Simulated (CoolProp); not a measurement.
A single-stage vapour-compression cycle with the fluid: evaporating at 277.15 K (dew point), condensing at 344.15 K (bubble point), superheat 8 K, subcooling 8 K, compressor efficiency 0.65, no pressure losses. The same conditions are run with several fluids, on thermodynamics alone (safety and materials aside).

Computed with CoolProp (reference Helmholtz-energy equation of state of each fluid (R21: Platzer 1990; R123: Younglove 1994; R365MFC: Lemmon 2016; chloromethane (R40): Thol 2014; R1336mzz(Z): McLinden 2020; cyclopentane: Gedanitz 2015)). The equations of Platzer and Polt are older, rougher fits.

**Question.** Rank R21, R123, R365MFC, chloromethane (R40), R1336mzz(Z), cyclopentane by cooling COP, highest first.

**Answer.** cyclopentane (2.29), R21 (2.23), R123 (2.17), chloromethane (R40) (2.13), R365MFC (2.06), R1336mzz(Z) (2.03)

```json
[
 {"fluid": "R21", "pressure ratio": "8.26", "discharge temperature (K)": "420.9", "refrigerating effect (kJ/kg)": "184", "volumetric capacity (kJ/m³)": "686"},
 {"fluid": "R123", "pressure ratio": "9.92", "discharge temperature (K)": "372.7", "refrigerating effect (kJ/kg)": "124", "volumetric capacity (kJ/m³)": "319"},
 {"fluid": "R365MFC", "pressure ratio": "12.2", "discharge temperature (K)": "352.1", "refrigerating effect (kJ/kg)": "130", "volumetric capacity (kJ/m³)": "185"},
 {"fluid": "chloromethane (R40)", "pressure ratio": "6.11", "discharge temperature (K)": "453.6", "refrigerating effect (kJ/kg)": "308", "volumetric capacity (kJ/m³)": "2080"},
 {"fluid": "R1336mzz(Z)", "pressure ratio": "11.2", "discharge temperature (K)": "353.9", "refrigerating effect (kJ/kg)": "111", "volumetric capacity (kJ/m³)": "235"},
 {"fluid": "cyclopentane", "pressure ratio": "11.4", "discharge temperature (K)": "389.5", "refrigerating effect (kJ/kg)": "320", "volumetric capacity (kJ/m³)": "164"}
]
```
